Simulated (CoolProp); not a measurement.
Properties of the fluoroketone C6F12O (FK-5-1-12) along the isotherm -32.55 °C.

The numbers come from the reference Helmholtz-energy equation of state, McLinden 2015 in CoolProp.

| p (bar) | phase | Z | cv (kJ/(kg K)) | speed of sound (m/s) | isothermal compressibility (1/MPa) | expansivity (1/kK) | fugacity coefficient |
|---|---|---|---|---|---|---|---|
| 0.591 | liquid | 0.005288 | 0.8741 | 690.4 | 0.001484 | 1.538 | 0.02824 |
| 1.05 | liquid | 0.009395 | 0.8741 | 690.6 | 0.001483 | 1.537 | 0.01596 |
| 1.87 | liquid | 0.01673 | 0.8741 | 691.0 | 0.001480 | … | 0.009028 |
| 3.32 | liquid | 0.02969 | 0.8742 | 691.8 | 0.001477 | 1.534 | 0.005151 |
| 5.91 | liquid | 0.05284 | 0.8743 | 693.1 | 0.001470 | 1.530 | 0.002962 |
| 10.5 | liquid | 0.09382 | 0.8744 | 695.4 | 0.001459 | … | 0.001737 |
| 18.7 | liquid | 0.1669 | 0.8747 | 699.5 | 0.001439 | 1.509 | 0.001049 |
| 33.2 | liquid | 0.2957 | 0.8752 | 706.5 | 0.001405 | 1.488 | 0.0006726 |
| 59.1 | liquid | 0.5245 | 0.8761 | 718.8 | 0.001349 | 1.452 | 0.0004756 |
| 105 | liquid | … | 0.8777 | … | 0.001262 | … | 0.0004018 |
| 187 | liquid | 1.633 | 0.8805 | 772.8 | 0.001137 | 1.309 | 0.0004634 |

Q: Some entries are withheld; supply them.

A: 
- 1.87, expansivity (1/kK): 1.536
- 10.5, expansivity (1/kK): 1.522
- 105, Z: 0.9262
- 105, speed of sound (m/s): 739.3
- 105, expansivity (1/kK): 1.394
